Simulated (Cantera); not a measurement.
Feed: 1 mol Al(CH3)3, 0.64 mol NH3, 78 mol N2.

These are equilibrium values from Cantera (NASA tables, ideal gas, pure condensed phases), not measurements of a reactor. Candidate condensed phases: Al, AlN, C, C6H6, C7H8, C8H18; 97 gas species. The feed counts by its element totals alone. Kinetics and transport are ignored.

Stable condensed phases, one row left out:

```
T in °C \ P in Pa
             10     25     63    160    400   1000   2500   6300  16000  40000 100000
   1902       A      A      A      A      A      A      A      A      B      B      B
   1802       A      A      A      A      A      A      A      B      B      B      B
   1702       A      A      A      A      A      A      B      B      B      B      B
   1502       A      A      B      B      B      B      B      B      B      B      B
   1402       A      B      B      B      B      B      B      B      B      B      B
   1302       B      B      B      B      B      B      B      B      B      B      B
   1202       B      B      B      B      B      B      B      B      B      B      B
   1102       B      B      B      B      B      B      B      B      B      B      B
   1002       B      B      B      B      B      B      B      B      B      B      B
    902       B      B      B      B      B      B      B      B      B      B      B
    802       B      B      B      B      B      B      B      B      B      B      B
    702       B      B      B      B      B      B      B      B      B      B      B
```

A: C; B: AlN + C.

### Question
Give the row for 1602 °C.

### Answer
10: C; 25: C; 63: C; 160: C; 400: AlN + C; 1000: AlN + C; 2500: AlN + C; 6300: AlN + C; 16000: AlN + C; 40000: AlN + C; 100000: AlN + C.
